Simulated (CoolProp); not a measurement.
Computed with CoolProp (reference Helmholtz-energy equation of state, Zhou 2014).

For cyclohexane, give the phase and the density (kg/m³), cp (kJ/(kg K)), isothermal compressibility (1/MPa), expansivity (1/kK) at 346.85 °C and 109 bar; 346.85 °C and 218 bar; 346.85 °C and 245 bar.


- 346.85 °C and 109 bar: supercritical; density 387, cp 3.69, isothermal compressibility 0.0532, expansivity 5.48
- 346.85 °C and 218 bar: supercritical; density 495, cp 3.27, isothermal compressibility 0.0111, expansivity 2.14
- 346.85 °C and 245 bar: supercritical; density 508, cp 3.24, isothermal compressibility 0.00922, expansivity 1.92
